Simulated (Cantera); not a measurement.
Cantera with NASA thermochemical tables; ideal gases at 1 bar, condensed phases pure. Values are per mole of reaction as written; species without (g) are pure solids or liquids, kept so even where they would boil at 1 bar. TaC: taken at fixed stoichiometry.

Q: Between 1898 and 2648 K, where is each reaction favourable under standard conditions?
- 3 TaC + CH4(g) = 3 Ta + 2 C2H2(g)

A: 
- 3 TaC + CH4(g) = 3 Ta + 2 C2H2(g): ΔG° is 552 kJ at 1898 K and 396 kJ at 2648 K; it stays positive (K < 1). ΔH° is 934 kJ and ΔS° 203 J/K at 2648 K.
